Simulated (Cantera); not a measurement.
Input (Python, Cantera):

```python
import numpy as np
import cantera as ct

gas = ct.Solution("gri30.yaml")
gas.TPX = 650, 28000, {'CH4': 1, 'C2H6': 0.034, 'C3H8': 0.78, 'O2': 6.46, 'N2': 42.6}
inlet = ct.Reservoir(gas, clone=True)
gas.equilibrate("HP")  # start burning
reactor = ct.IdealGasConstPressureReactor(gas, energy="on", clone=False)
exhaust = ct.Reservoir(gas, clone=True)
tau = [0.16, 0.062, 0.023, 0.0088, 0.0033, 0.0013, 0.00048, 0.00018, 6.8e-05, 2.6e-05][0]
for a, b in ((inlet, reactor), (reactor, exhaust)):
    ct.MassFlowController(a, b, mdot=lambda t: reactor.mass / tau)
net = ct.ReactorNet([reactor])
show = ['CH4', 'C2H6', 'C3H8', 'H', 'NO', 'O', 'CH2O']

rows = []
print(f"{'tau/s':>10s}{'T/K':>9s}" + "".join(f"{s:>11s}" for s in show))
for tau in [0.16, 0.062, 0.023, 0.0088, 0.0033, 0.0013, 0.00048, 0.00018, 6.8e-05, 2.6e-05]:
    net.initial_time = 0.0
    net.advance(30 * tau)
    before = gas.X
    net.advance(40 * tau)
    drift = np.max(np.abs(gas.X - before) / (gas.X + 1e-9))
    rows.append([gas.T, *gas[show].X, drift])
    print(f"{tau:10.3e}{gas.T:9.1f}" + "".join(f"{x:11.3e}" for x in gas[show].X))
```

Output:

```
     tau/s      T/K        CH4       C2H6       C3H8          H         NO          O       CH2O
 1.600e-01   1861.2  2.358e-06  1.803e-08  3.554e-07  9.000e-04  1.308e-04  7.092e-04  7.340e-07
 6.200e-02   1825.9  4.436e-06  3.633e-08  6.976e-07  1.671e-03  9.599e-05  1.133e-03  1.334e-06
 2.300e-02   1780.6  9.029e-06  7.632e-08  1.419e-06  2.954e-03  6.789e-05  1.744e-03  2.572e-06
 8.800e-03   1730.8  1.928e-05  1.636e-07  2.951e-06  4.656e-03  4.660e-05  2.445e-03  5.143e-06
 3.300e-03   1676.8  4.610e-05  3.867e-07  6.805e-06  6.521e-03  2.988e-05  3.103e-03  1.138e-05
 1.300e-03   1622.6  1.214e-04  1.002e-06  1.737e-05  7.583e-03  1.816e-05  3.351e-03  2.740e-05
 4.800e-04   1529.4  5.612e-04  4.663e-06  7.820e-05  5.732e-03  7.630e-06  2.183e-03  1.023e-04
 1.800e-04    650.0  1.966e-02  6.683e-04  1.533e-02  2.371e-24 -6.347e-19  1.205e-24 -1.221e-16
 6.800e-05    650.0  1.966e-02  6.683e-04  1.533e-02  1.539e-24  2.971e-22  3.587e-25  5.731e-20
 2.600e-05    650.0  1.966e-02  6.683e-04  1.533e-02  7.184e-25  2.270e-25  7.381e-26  6.577e-23
```

Cantera simulation using GRI-Mech 3.0 (53 species, 325 reactions); the numbers are that mechanism's predictions, not measurements. GRI-Mech 3.0 was tuned for natural gas; its chemistry of propane as a main component is partial and can be far from experiment.
